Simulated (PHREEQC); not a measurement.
# Leach liquor: speciation

Consider water at 90 °C with 0.064 mol/kgw HCl, 0.022 mol/kgw CuSO4 and 0.00012 mol/kgw Fe2(SO4)3. Closed to the air; pH follows from the charge balance.

Equilibrium calculation in PHREEQC: ion-association model, phreeqc.dat.

This is a speciation only: nothing precipitates in the calculation.

Task: Estimate the pH, ionic strength, density.

Result: pH 1.44; ionic strength 0.0926 mol/kgw; density 0.970 g/cm³.

Task: In which forms is Cl present?

Result: Cl- 85 %, CuCl+ 14 %, CuCl2 0.8 % of the Cl.

Saturation is exceeded, for instance for Hematite (slow to form), Goethite (slow to form); the values hold only as long as no solid forms. Species that the database lacks are ignored. Away from 25 °C the constants follow the database's enthalpies or fits; those with neither stay at their 25 °C values.
